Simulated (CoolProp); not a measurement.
Vapour-liquid equilibrium of ethane (1) + propane (2) at 1.71 bar; x and y are mole fractions of (1).

Values from CoolProp's multi-fluid Helmholtz-energy mixture model, Bücker 2006 and Lemmon 2009; pair parameters Kunz 2012.

Give the bubble temperature and the first vapour's composition at x = 0.05, 0.35, 0.95. Is there an azeotrope?

x = 0.05: -35.1 °C, y = 0.232; x = 0.35: -57.0 °C, y = 0.799; x = 0.95: -77.2 °C, y = 0.995. No azeotrope shows between x = 0.05 and 0.95.

The pair parameters rest on a limited set of measurements; away from them the model extrapolates.
